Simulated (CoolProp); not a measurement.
Vapour-liquid equilibrium of propylene (1) + dimethyl ether (2) at 327.2 K; x and y are mole fractions of (1).

Computed with CoolProp (multi-fluid Helmholtz-energy mixture model, Lemmon 2013 and Wu 2011; pair parameters Bell 2016).

```json
[
 {"x": "0.05", "bubble pressure (MPa)": "1.321", "y at the bubble point": "0.083", "dew pressure at overall composition x (MPa)": "___", "liquid density (mol/L)": "13.12"},
 {"x": "0.15", "bubble pressure (MPa)": "1.439", "y at the bubble point": "0.228", "dew pressure at overall composition x (MPa)": "___", "liquid density (mol/L)": "12.85"},
 {"x": "0.25", "bubble pressure (MPa)": "1.551", "y at the bubble point": "0.352", "dew pressure at overall composition x (MPa)": "___", "liquid density (mol/L)": "12.57"},
 {"x": "0.35", "bubble pressure (MPa)": "1.658", "y at the bubble point": "0.460", "dew pressure at overall composition x (MPa)": "1.549", "liquid density (mol/L)": "12.30"},
 {"x": "0.45", "bubble pressure (MPa)": "1.760", "y at the bubble point": "0.556", "dew pressure at overall composition x (MPa)": "1.648", "liquid density (mol/L)": "___"},
 {"x": "0.55", "bubble pressure (MPa)": "1.857", "y at the bubble point": "0.644", "dew pressure at overall composition x (MPa)": "1.754", "liquid density (mol/L)": "11.77"},
 {"x": "0.65", "bubble pressure (MPa)": "1.949", "y at the bubble point": "0.726", "dew pressure at overall composition x (MPa)": "1.864", "liquid density (mol/L)": "11.51"},
 {"x": "0.75", "bubble pressure (MPa)": "___", "y at the bubble point": "___", "dew pressure at overall composition x (MPa)": "___", "liquid density (mol/L)": "11.25"},
 {"x": "0.85", "bubble pressure (MPa)": "2.121", "y at the bubble point": "___", "dew pressure at overall composition x (MPa)": "2.086", "liquid density (mol/L)": "11.01"},
 {"x": "0.95", "bubble pressure (MPa)": "2.200", "y at the bubble point": "0.960", "dew pressure at overall composition x (MPa)": "2.190", "liquid density (mol/L)": "10.77"}
]
```

### Question
Fill in the missing entries.

### Answer

- 0.05, dew pressure at overall composition x (MPa): 1.296
- 0.15, dew pressure at overall composition x (MPa): 1.373
- 0.25, dew pressure at overall composition x (MPa): 1.457
- 0.45, liquid density (mol/L): 12.03
- 0.75, bubble pressure (MPa): 2.037
- 0.75, y at the bubble point: 0.805
- 0.75, dew pressure at overall composition x (MPa): 1.976
- 0.85, y at the bubble point: 0.882

No azeotrope shows between x = 0.05 and 0.95.

The pair parameters rest on a limited set of measurements; away from them the model extrapolates.
